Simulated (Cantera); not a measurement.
A perfectly stirred reactor is fed with 7.50 % CH4, 3.90 % C2H6, 0.900 % C3H8, 18.5 % O2, 69.2 % N2, equivalence ratio 1.8, at 150000 Pa; it is adiabatic with a 400 K inlet, and is followed from long to short residence time, starting on the burning branch (τ in s: 0.025, 0.012, 0.0061, 0.003, 0.0015, 0.00074, 0.00036, 0.00018, 8.8e-05, 4.4e-05, 2.1e-05).

Computed with Cantera and GRI-Mech 3.0 (53 species, 325 reactions).

**Question.** Predict: blow-out, bracketed by the residence times tried; x(CH4) at τ = 25.0 ms; x(C2H6) at τ = 25.0 ms; x(C3H8) at τ = 25.0 ms; x(CH2CO) at τ = 25.0 ms; x(CH4) at τ = 0.740 ms; x(C2H6) at τ = 0.740 ms; x(C3H8) at τ = 0.740 ms.

**Answer.** 
- blow-out, bracketed by the residence times tried: burning at 1.50 ms, out at 0.740 ms
- x(CH4) at τ = 25.0 ms: 0.00745
- x(C2H6) at τ = 25.0 ms: 2.49e-5
- x(C3H8) at τ = 25.0 ms: 1.17e-6
- x(CH2CO) at τ = 25.0 ms: 6.26e-5
- x(CH4) at τ = 0.740 ms: 0.0750
- x(C2H6) at τ = 0.740 ms: 0.0390
- x(C3H8) at τ = 0.740 ms: 0.00900
